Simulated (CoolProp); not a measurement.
Acetone along the isobar 37.6 bar: density (kg/m³) from the reference equation and from simpler models built on Tc = 508.1 K, pc = 46.92 bar, ω = 0.307; each cubic takes its own stable root.

Computed with CoolProp (reference Helmholtz-energy equation of state, Lemmon 2006). It is a short technical equation, of lower accuracy than the large ones.

```json
[
 {"T (K)": "232.3", "phase": "liquid", "reference": "858.1"},
 {"T (K)": "267.6", "phase": "liquid", "reference": "821.1"},
 {"T (K)": "302.9", "phase": "liquid", "reference": "783.2"},
 {"T (K)": "338.2", "phase": "liquid", "reference": "743.3"},
 {"T (K)": "373.5", "phase": "liquid", "reference": "700.1"},
 {"T (K)": "408.8", "phase": "liquid", "reference": "651.4"},
 {"T (K)": "444.1", "phase": "liquid", "reference": "592.7"},
 {"T (K)": "479.4", "phase": "liquid", "reference": "509.2"},
 {"T (K)": "514.7", "phase": "gas", "reference": "81.83"},
 {"T (K)": "550", "phase": "gas", "reference": "64.95"}
]
```

Problem. How far does each simpler model (van der Waals, Redlich-Kwong, Peng-Robinson) lie from the reference over these 10 states: mean and median of the absolute difference, and the worst?

Solution. 
- van der Waals: mean 39.8 %, median 47.8 %, worst -49.2 % at 479.4 K and 37.6 bar
- Redlich-Kwong: mean 21.7 %, median 24.6 %, worst -32.2 % at 479.4 K and 37.6 bar
- Peng-Robinson: mean 10.9 %, median 12.0 %, worst -18.9 % at 479.4 K and 37.6 bar
